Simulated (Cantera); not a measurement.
**Silicon nitride deposition: SiH4 + NH3 + H2**

Feed: 1 mol SiH4, a varied amount of NH3, 11 mol H2, held at 1750 °C and 31.0 Pa.

Equilibrium computed with Cantera from the NASA thermochemical tables; the gas is ideal and each condensed phase is pure. Candidate condensed phases: Si, Si3N4; 18 gas species. The tables' values for SiN are old estimates; treat these amounts as uncertain. Gases not in the tables: Si2H6 and higher silanes. Equilibrium is a limit: real reactors are often held back by kinetics, nucleation or transport.

From 0.86 mol NH3 to 34 mol NH3 nothing is condensed. The main Si-bearing gas is Si throughout.

| n(NH3) (mol) | log p H2 | log p N2 | log p H | log p Si |
|---|---|---|---|---|
| 0.86 | -3.60 | -5.09 | -4.52 | -4.74 |
| 1.6 | -3.60 | -4.86 | -4.52 | -4.77 |
| 2.9 | -3.61 | -4.67 | -4.53 | -4.83 |
| 5.4 | -3.63 | -4.49 | -4.53 | -4.93 |
| 10 | -3.64 | -4.36 | -4.54 | -5.07 |
| 19 | -3.65 | -4.27 | -4.55 | -5.25 |
| 34 | -3.66 | -4.21 | -4.55 | -5.45 |
log p: log10 of the partial pressure in bar; nothing condenses.
